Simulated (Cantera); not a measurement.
Cantera run:

```python
import numpy as np
import cantera as ct

gas_names = """
    B BF BF2 BF3 BN B2 F F2 N NF NF2 NF3 N2
""".split()
cond_names = """
    B(b) B(L) BN(s)
""".split()


# ... load() reads the species with a 1 bar reference pressure and builds the phases ...
atoms = {
    'BN': {'B': 1, 'N': 1},
    'F2': {'F': 2},
    'NF3': {'N': 1, 'F': 3},
}
top_T = {'BN(s)': 3200}  # K; cautious upper limits of use, not melting points


# ... equilibrate(T, P, feed) seeds the gas with the atoms and calls Mixture.equilibrate('TP', solver="vcs", rtol=1e-11, max_steps=5000) ...
results = []
feed = {'BN': 1, 'F2': 4, 'NF3': 13}  # mol
P = 1000  # Pa
for T in [875, 925, 975, 1025, 1075, 1125, 1175, 1225, 1275, 1325, 1375, 1425, 1475, 1525]:
    mix = equilibrate(T, P, feed)
    results.append((T, P, feed, dict(zip(mix.species_names, mix.species_moles))))
    x = sorted(zip(gas.X, gas.species_names), reverse=True)
    print(f"T = {T:g} K  P = {P:g} Pa  gas = {mix.phase_moles(0):.4g} mol")
    print("   x: " + "  ".join(f"{s} {v:.3e}" for v, s in x if v > 1e-06))
    print("   condensed (mol): " + ("  ".join(f"{mix.phase(i).name} {mix.phase_moles(i):.4g}"
          for i in range(1, mix.n_phases) if mix.phase_moles(i) > 1e-12) or "none"))
```

It prints:

```
T = 875 K  P = 1000 Pa  gas = 32.71 mol
   x: F2 5.711e-01  N2 2.103e-01  F 1.806e-01  BF3 3.057e-02  NF3 7.479e-03
   condensed (mol): none
T = 925 K  P = 1000 Pa  gas = 35.24 mol
   x: F2 4.704e-01  F 3.016e-01  N2 1.976e-01  BF3 2.838e-02  NF3 2.064e-03
   condensed (mol): none
T = 975 K  P = 1000 Pa  gas = 38.62 mol
   x: F 4.472e-01  F2 3.453e-01  N2 1.810e-01  BF3 2.590e-02  NF3 5.242e-04
   condensed (mol): none
T = 1025 K  P = 1000 Pa  gas = 42.53 mol
   x: F 5.894e-01  F2 2.224e-01  N2 1.645e-01  BF3 2.351e-02  NF3 1.188e-04
   condensed (mol): none
T = 1075 K  P = 1000 Pa  gas = 46.13 mol
   x: F 6.993e-01  N2 1.517e-01  F2 1.272e-01  BF3 2.168e-02  NF3 2.446e-05
   condensed (mol): none
T = 1125 K  P = 1000 Pa  gas = 48.71 mol
   x: F 7.683e-01  N2 1.437e-01  F2 6.748e-02  BF3 2.053e-02  NF3 4.860e-06
   condensed (mol): none
T = 1175 K  P = 1000 Pa  gas = 50.24 mol
   x: F 8.058e-01  N2 1.393e-01  F2 3.495e-02  BF3 1.990e-02
   condensed (mol): none
T = 1225 K  P = 1000 Pa  gas = 51.06 mol
   x: F 8.250e-01  N2 1.371e-01  BF3 1.958e-02  F2 1.832e-02
   condensed (mol): none
T = 1275 K  P = 1000 Pa  gas = 51.49 mol
   x: F 8.347e-01  N2 1.359e-01  BF3 1.942e-02  F2 9.899e-03
   condensed (mol): none
T = 1325 K  P = 1000 Pa  gas = 51.71 mol
   x: F 8.398e-01  N2 1.354e-01  BF3 1.934e-02  F2 5.544e-03
   condensed (mol): none
T = 1375 K  P = 1000 Pa  gas = 51.83 mol
   x: F 8.424e-01  N2 1.350e-01  BF3 1.929e-02  F2 3.221e-03
   condensed (mol): none
T = 1425 K  P = 1000 Pa  gas = 51.9 mol
   x: F 8.439e-01  N2 1.349e-01  BF3 1.927e-02  F2 1.938e-03
   condensed (mol): none
T = 1475 K  P = 1000 Pa  gas = 51.94 mol
   x: F 8.448e-01  N2 1.348e-01  BF3 1.925e-02  F2 1.205e-03
   condensed (mol): none
T = 1525 K  P = 1000 Pa  gas = 51.96 mol
   x: F 8.453e-01  N2 1.347e-01  BF3 1.925e-02  F2 7.717e-04
   condensed (mol): none
```

These are equilibrium values from Cantera (NASA tables, ideal gas, pure condensed phases), not measurements of a reactor.
